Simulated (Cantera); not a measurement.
Input: 1 mol SiH2Cl2, 0.17 mol HCl, 89 mol H2, equilibrated at 1698 K and 750 Torr.

Method: chemical equilibrium by Gibbs-energy minimisation in Cantera with the NASA 1993 tables (ideal gas, pure condensed phases). Candidate condensed phases: Si; 19 gas species. The tables' values for SiCl3 are old estimates; treat these amounts as uncertain. Gases not in the tables: Si2H6 and higher silanes. Kinetics and transport are ignored.

Base state: H2 0.978, HCl 0.0206, SiCl2 0.00155, H 0.000143, SiCl3 2.62e-5, SiH2 1.37e-5, SiH2Cl2 1.28e-5 (mole fractions); condensed: Si(l).

**Question.** What changes in the equilibrium state with this change: SiH2Cl2 replaced by SiHCl3?

**Answer.** 
```csv
species,before,after
H2,0.978,0.968
HCl,0.0206,0.0284
SiCl2,0.00155,0.00300
SiCl3,2.62e-5,7.04e-5
SiHCl3,8.02e-6,2.14e-5
SiH2Cl2,1.28e-5,2.45e-5
SiH2,1.37e-5,1.35e-5
"Si(l), mol",0.852,0.713
```
